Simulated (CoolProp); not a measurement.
Vapour-liquid equilibrium of R113 (1) + acetone (2) at 103.55 °C; x and y are mole fractions of (1).

The numbers come from the multi-fluid Helmholtz-energy mixture model, Marx 1992 and Lemmon 2006; pair parameters Bell 2016 in CoolProp.

```
x     bubble pressure, mixture model (kPa)  bubble pressure, Raoult's law (kPa)  y, mixture model  y, Raoult's law
----  ------------------------------------  -----------------------------------  ----------------  ---------------
0.05                                 431.8                                410.8             0.095            0.058
0.15                                 470.3                                417.5               [?]            0.170
0.25                                 497.7                                424.2             0.345            0.280
0.35                                 516.6                                430.8               [?]            0.385
0.45                                   [?]                                437.5             0.502            0.488
0.55                                 534.9                                444.2               [?]            0.587
0.65                                 535.6                                450.9             0.639            0.684
0.75                                   [?]                                457.5               [?]            0.777
0.85                                 516.7                                464.2             0.803            0.868
0.95                                 492.2                                470.9               [?]            0.957
```

Task: Complete the blanks.

Result: 
- 0.15, y, mixture model: 0.239
- 0.35, y, mixture model: 0.430
- 0.45, bubble pressure, mixture model (kPa): 528.7
- 0.55, y, mixture model: 0.570
- 0.75, bubble pressure, mixture model (kPa): 530.1
- 0.75, y, mixture model: 0.714
- 0.95, y, mixture model: 0.922

The largest gap from Raoult's law is +20.8 % in bubble pressure, at x = 0.45. y crosses x between x = 0.55 and 0.65: the model has an azeotrope there.

Pair parameters are fitted to limited data, so mixtures are less certain than the pure fluids.
